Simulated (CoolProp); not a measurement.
Vapour-liquid equilibrium of n-butane (1) + n-decane (2) at 366.3 K; x and y are mole fractions of (1).

The numbers come from the multi-fluid Helmholtz-energy mixture model, Bücker 2006 and Lemmon 2006; pair parameters Kunz 2012 in CoolProp.

Q: Give the bubble pressure and the first vapour's composition at x = 0.15, 0.65, 0.85. Is there an azeotrope?

A: x = 0.15: 0.1909 MPa, y = 0.963; x = 0.65: 0.8027 MPa, y = 0.994; x = 0.85: 1.082 MPa, y = 0.997. No azeotrope shows between x = 0.05 and 0.95.

Pair parameters are fitted to limited data, so mixtures are less certain than the pure fluids.
